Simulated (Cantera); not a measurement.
Mixture: CH₄ : O₂ : N₂ = 1 : 4.44 : 15.1 (molar parts), at 100000 Pa, adiabatic and at constant volume. Ignition delay is the time to a rise of 400 K.

Computed with Cantera and GRI-Mech 3.0 (53 species, 325 reactions).

Q: What does this change do: CH4 1 to 1.8 parts?

A: 
```csv
quantity,before,after
delay at 1250 K,13.4 ms,17.9 ms
delay at 1350 K,3.80 ms,4.92 ms
delay at 1450 K,1.30 ms,1.58 ms
delay at 1550 K,0.531 ms,0.600 ms
delay at 1650 K,0.251 ms,0.266 ms
delay at 1750 K,0.132 ms,0.133 ms
delay at 1850 K,74.9 µs,72.7 µs
apparent activation energy between 1650 and 1850 K,150 kJ/mol,160 kJ/mol
```
